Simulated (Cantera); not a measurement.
# Adiabatic ignition

An adiabatic, constant-volume homogeneous reactor starts with H2 : O2 : N2 : NO = 1 : 0.25 : 0.94 : 0.0039 (molar parts), at 950 K and 1.00 bar.

Model: GRI-Mech 3.0 (53 species, 325 reactions), integrated in Cantera. The mechanism lacks 2 NO + O2 → 2 NO2 and HONO, so NO2 and the effect of NO are under-described below about 1400 K.

```tsv
t (s)	T (K)	P (bar)	x H2	x O2	x NO	x OH	x H	x O
1.00e-6	950	1.00	0.456	0.114	0.00178	<1e-12	8.77e-12	<1e-12
3.36e-6	950	1.00	0.456	0.114	0.00178	<1e-12	3.00e-11	1.12e-12
1.13e-5	950	1.00	0.456	0.114	0.00178	2.82e-12	1.17e-10	5.44e-12
3.80e-5	950	1.00	0.456	0.114	0.00178	1.84e-11	7.42e-10	3.65e-11
0.000128	950	1.00	0.456	0.114	0.00178	9.24e-10	3.71e-8	1.84e-9
0.000429	2557	2.46	0.234	0.000581	0.00189	0.0105	0.0470	0.00138
0.00144	2784	2.64	0.244	0.000164	0.000884	0.00662	0.0237	0.000404
0.00485	2784	2.64	0.244	0.000165	0.000787	0.00664	0.0237	0.000406
0.0163	2784	2.64	0.244	0.000165	0.000787	0.00664	0.0237	0.000406
0.0548	2784	2.64	0.244	0.000165	0.000787	0.00664	0.0237	0.000406
0.184	2784	2.64	0.244	0.000165	0.000787	0.00664	0.0237	0.000406
0.619	2784	2.64	0.244	0.000165	0.000787	0.00664	0.0237	0.000406
2.08	2784	2.64	0.244	0.000165	0.000787	0.00664	0.0237	0.000406
7.00	2784	2.64	0.244	0.000165	0.000787	0.00664	0.0237	0.000406
```
x: mole fraction; the columns are a selection and need not sum to one.

```json
{
  "time_of_steepest_temperature_rise": "0.405 ms",
  "temperature at 7.00 s": "2784 K",
  "equilibrium_temperature": "2784 K",
  "x(H2) at 7.00 s": "0.244 (gas-phase equilibrium 0.244)",
  "x(O2) at 7.00 s": "0.000165 (gas-phase equilibrium 0.000165)",
  "x(NO) at 7.00 s": "0.000787 (gas-phase equilibrium 0.000787)"
}
```
